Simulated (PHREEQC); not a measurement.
1 kg of water holding 0.21 mol KHCO3, 0.023 mol KCl and 0.0042 mol K2SO4 is evaporated at 30 °C; the solids stay in contact with the brine. CO2 is held at log p = -3.4 (atm). The run lets Arcanite, Kalicinite, Misenite, Sylvite precipitate or redissolve, and no other solid.

Base run: PHREEQC, Pitzer model, pitzer.dat. Each further column changes one thing. The table gives ionic strength.

```
H2O removed (mol)   base  temperature from 30 to 5 °C
-----------------  -----  ---------------------------
0                  0.318                        0.303
18.01              0.478                        0.459
24.69              0.586                        0.564
34.69              0.878                        0.850
38.4                1.07                         1.04
43.95               1.60                         1.56
46.01               1.95                         1.91
49.09               2.89                         2.84
50.23               3.52                         3.46
51.94               5.18                         5.10
52.58               6.28                         6.16
53.53               8.95                         8.81
53.88               10.7                         10.5
54.41               14.2                         15.0
```

 Away from 25 °C the constants follow the database's enthalpies or fits; those with neither stay at their 25 °C values.
